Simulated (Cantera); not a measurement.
Input: 1 mol SiH2Cl2, 0.84 mol Cl2, 5.4 mol H2, held at 1048 K and 1.50 bar.

These are equilibrium values from Cantera (NASA tables, ideal gas, pure condensed phases), not measurements of a reactor. Candidate condensed phases: Si; 19 gas species. The tables' values for SiCl3 are old estimates; treat these amounts as uncertain. The numbers say what is thermodynamically allowed, not how fast it happens.

**Question.** What is the equilibrium state?

**Answer.** 
| Property | Result |
|---|---|
| x(H2) | 0.847 |
| x(SiCl4) | 0.0832 |
| x(SiHCl3) | 0.0496 |
| x(HCl) | 0.0145 |
| x(SiH2Cl2) | 0.00336 |
| x(SiCl3) | 0.00138 |
| x(SiCl2) | 0.000418 |
| x(SiH3Cl) | 5.93e-5 |
| gas amount | 7.248 mol |
| log10 activity of Si(s) (absent) | -0.05 |
